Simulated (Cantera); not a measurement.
A closed system holds: 1 mol Si, 0.9 mol Cl2, 2 mol N2, held at 1475 °C and 0.0428 Torr.

Cantera equilibrium calculation (NASA polynomials, part measured and part estimated; ideal gas, pure solids and liquids). Candidate condensed phases: Si, Si3N4; 13 gas species. The tables' values for SiCl, SiCl3, SiN are old estimates; treat these amounts as uncertain. Equilibrium is a limit: real reactors are often held back by kinetics, nucleation or transport.

Base state: N2 0.667, SiCl2 0.293, Si 0.0255, Cl 0.00692, SiCl 0.00680, SiCl3 0.000419, Si2N 0.000139, Si2 0.000131 (mole fractions); condensed: Si(l).

**Question.** What changes in the equilibrium state with this change: pressure from 0.0428 Torr to 0.0690 Torr?

**Answer.** 
| species | before | after |
|---|---|---|
| N2 | 0.667 | 0.675 |
| SiCl2 | 0.293 | 0.298 |
| Si | 0.0255 | 0.0158 |
| Si2 | 0.000131 | 8.13e-5 |
| Si3 | 3.22e-5 | 1.99e-5 |
| SiCl3 | 0.000419 | 0.000545 |
| Si2N | 0.000139 | 0.000110 |
| SiN | 8.17e-5 | 6.47e-5 |
| Si(l), mol | 0.0221 | 0.0526 |

**Question.** What changes in the equilibrium state with this change: pressure from 0.0428 Torr to 0.0113 Torr?

**Answer.** 
| species | before | after |
|---|---|---|
| N2 | 0.667 | 0.653 |
| SiCl2 | 0.293 | 0.279 |
| Si | 0.0255 | 0.0388 |
| Cl | 0.00692 | 0.0208 |
| Si3 | 3.22e-5 | 7.81e-6 |
| Si2N | 0.000139 | 4.30e-5 |
| Si2 | 0.000131 | 7.97e-5 |
| Si(l), mol | 0.0221 | 0 |
